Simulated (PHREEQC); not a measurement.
A made-up water analysis in mg/kgw, 55 °C, pH 6.79, pe 11.9:

```csv
constituent,mg/kgw
Na,1070
K,5.7
Ca,257
Mg,258
Cl,2660
S(6) as SO4,398
Alkalinity as HCO3,0.44
N(5) as NO3,59.3
Br,1.2
Sr,15.2
Si as SiO2,3.44
```

Valence states are taken as typed.

All values are PHREEQC results (ion-association model, wateq4f.dat), not measurements.

No solid was allowed to form.

Order these S species by the share of S that they hold, largest first: CaSO4, SO4-2, SrSO4, MgSO4, NaSO4-.

SO4-2 (52 %), MgSO4 (32 %), CaSO4 (11 %), NaSO4- (5.1 %), SrSO4 (0.30 %)

The pH is 6.79 and the ionic strength 0.0966 mol/kgw. Complexes and solids missing from the database can't appear. Away from 25 °C the constants follow the database's enthalpies or fits; those with neither stay at their 25 °C values.
